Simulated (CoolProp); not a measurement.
Computed with CoolProp (reference Helmholtz-energy equation of state, Gao 2020).

### Question
For ammonia, give the phase and the cv (kJ/(kg K)), speed of sound (m/s), Joule-Thomson coefficient (K/MPa), conductivity (mW/(m K)) at 319.5 K and 397 bar; 346.6 K and 397 bar.

### Answer
- 319.5 K and 397 bar: liquid; cv 2.76, speed of sound 1450, Joule-Thomson coefficient -0.122, conductivity 496
- 346.6 K and 397 bar: liquid; cv 2.73, speed of sound 1290, Joule-Thomson coefficient -0.0659, conductivity 434

Thermal conductivity comes from a separate model (Tufeu 1984).
